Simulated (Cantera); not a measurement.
An adiabatic, constant-pressure homogeneous reactor starts with 8.46 % CH4, 19.2 % O2, 72.3 % N2, equivalence ratio 0.88, at 975 K and 780000 Pa.

Model: GRI-Mech 3.0 (53 species, 325 reactions), integrated in Cantera. Below about 1000 K GRI-Mech 3.0 lacks low-temperature oxidation paths.

One state of this run: T (K) = 2547; x CH4 = <1e-12; x O2 = 0.0223; x HCO = 5.25e-9; x CH2 = <1e-12; x NO = 0.00776; x CH2CO = <1e-12; x O = 0.000977. x: mole fraction; the columns are a selection and need not sum to one.

**Question.** Which value of t (s) does it belong to?
(A) 0.00520
(B) 1.04e-5
(C) 0.000125
(D) 2.60

**Answer.** D, 2.60
